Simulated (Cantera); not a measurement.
Input: 1 mol CH3SiH3, 0.29 mol CH4, 890 mol H2, equilibrated at 1573 K and 7.50 Torr.

Method: chemical equilibrium by Gibbs-energy minimisation in Cantera with the NASA 1993 tables (ideal gas, pure condensed phases). Candidate condensed phases: C, C6H6, C7H8, C8H18, Si, SiC; 87 gas species. The feed counts by its element totals alone. Equilibrium is a limit: real reactors are often held back by kinetics, nucleation or transport.

Base state: H2 1.000, H 0.000406, C2H2 (acetylene) 2.06e-5, CH4 1.83e-5 (mole fractions); condensed: C(graphite) + SiC(s).

Problem. What changes in the equilibrium state with this change: CH3SiH3 replaced by Si(CH3)4?

Solution. 
```
species             before     after
----------------  --------  --------
H2                   1.000     1.000
H                 0.000406  0.000406
C2H2 (acetylene)   2.06e-5   2.06e-5
CH4                1.83e-5   1.83e-5
C(graphite), mol     0.237      3.24
SiC(s), mol          1.000     1.000
```
